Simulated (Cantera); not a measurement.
An isothermal, constant-pressure homogeneous reactor starts with 5.66 % H₂, 5.90 % O₂, 88.4 % N₂, equivalence ratio 0.48, at 1400 K and 0.132 atm.

Cantera simulation using GRI-Mech 3.0 (53 species, 325 reactions); the numbers are that mechanism's predictions, not measurements. The temperature is held fixed by assumption; the heat of reaction is taken as removed at once.

One state of this run: x H₂ = 4.09e-7; x O₂ = 0.0315; x H = 8.58e-9; x N₂O = 7.56e-9; x H₂O₂ = 4.23e-10. x: mole fraction; the columns are a selection and need not sum to one.

Task: Which value of t (s) does it belong to?
(A) 7.35
(B) 1.41
(C) 0.00190
(D) 0.000365

Result: A, 7.35
